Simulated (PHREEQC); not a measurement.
Copper plating or etch bath

Make-up at 25 °C: 0.11 mol Cu(NO3)2 and 0.018 mol H3BO3 per kg of water. Closed to the air; pH follows from the charge balance.

All values are PHREEQC results (ion-association model, phreeqc.dat), not measurements.

Each row changes one thing in this solution. This is a speciation only: nothing precipitates in the calculation.

```csv
case,pH,ionic strength (mol/kgw)
as made,4.20,0.330
H3BO3 replaced by HBF4 at the same molality,1.87,0.347
temperature from 25 to 30 °C,4.14,0.330
temperature from 25 to 55 °C,3.83,0.330
H3BO3 replaced by NaBF4 at the same molality,2.75,0.348
Cu(NO3)2 left out,5.49,3.23e-6
H3BO3 left out,4.20,0.330
```

Complexes and solids missing from the database can't appear. Away from 25 °C the constants follow the database's enthalpies or fits; those with neither stay at their 25 °C values. Real BF4- forms and hydrolyses slowly; the run takes it at equilibrium.
